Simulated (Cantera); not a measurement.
# Stirred combustor or abatement burner

A perfectly stirred reactor is fed with CH₄ : H₂ : O₂ : N₂ = 1 : 0.14 : 4.7 : 17.7 (molar parts), at 0.987 atm; it is adiabatic with a 798 K inlet, and is followed from long to short residence time, starting on the burning branch (τ in s: 0.17, 0.061, 0.022, 0.008, 0.0029, 0.001, 0.00038, 0.00014, 5e-05, 1.8e-05).

Detailed kinetics in Cantera: GRI-Mech 3.0 (53 species, 325 reactions).

```
τ (s)    T (K)     x CH₄      x H₂   x O₂    x N₂O      x OH     x NO
-------  -----  --------  --------  -----  -------  --------  -------
0.17      1778   5.99e-6   4.42e-5  0.112  4.06e-7  0.000892  1.74e-5
0.061     1774   1.17e-5   8.21e-5  0.112  5.91e-7   0.00119  1.36e-5
0.022     1768   2.23e-5  0.000156  0.112  7.45e-7   0.00162  1.09e-5
0.0080    1757   4.22e-5  0.000296  0.112  7.75e-7   0.00216  8.40e-6
0.0029    1738   8.10e-5  0.000548  0.112  6.89e-7   0.00281  6.24e-6
0.0010    1703  0.000170   0.00100  0.113  5.48e-7   0.00348  4.66e-6
0.00038   1650  0.000377   0.00165  0.115  4.14e-7   0.00383  3.38e-6
0.00014   1558   0.00121   0.00292  0.121  2.46e-7   0.00338  1.51e-6
5.0e-5     798    0.0425   0.00595  0.200   <1e-12    <1e-12   <1e-12
1.8e-5     798    0.0425   0.00595  0.200   <1e-12    <1e-12   <1e-12
```
x: mole fraction; the columns are a selection and need not sum to one.
